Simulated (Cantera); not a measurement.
Feed: 1 mol SiO2, 1.7 mol HCl, 5.9 mol O2, 2.6 mol Cl2, held at 650 K and 5.00 Pa.

Equilibrium computed with Cantera from the NASA thermochemical tables; the gas is ideal and each condensed phase is pure. Candidate condensed phases: H2O, Si, SiO2; 30 gas species. Equilibrium is a limit: real reactors are often held back by kinetics, nucleation or transport.

Base state: O2 0.577, Cl2 0.263, HCl 0.153, H2O 0.00722 (mole fractions); condensed: SiO2(α-quartz).

### Question
What changes in the equilibrium state with this change: temperature from 650 K to 1475 K?

### Answer
| species | before | after |
|---|---|---|
| O2 | 0.577 | 0.462 |
| Cl | 9.43e-6 | 0.402 |
| HCl | 0.153 | 0.131 |
| Cl2 | 0.263 | 0.00334 |
| O | <1e-9 | 0.000276 |
| OH | <1e-9 | 8.32e-5 |
| ClO | 1.31e-8 | 4.91e-5 |
| H2O | 0.00722 | 0.000840 |
| SiO2(α-quartz), mol | 1.00 | 0 |
| SiO2(β-quartz), mol | 0 | 1.00 |
The tables hold silica as quartz up to 1696 K and as liquid above; real silica turns to tridymite and cristobalite and melts near 1996 K.
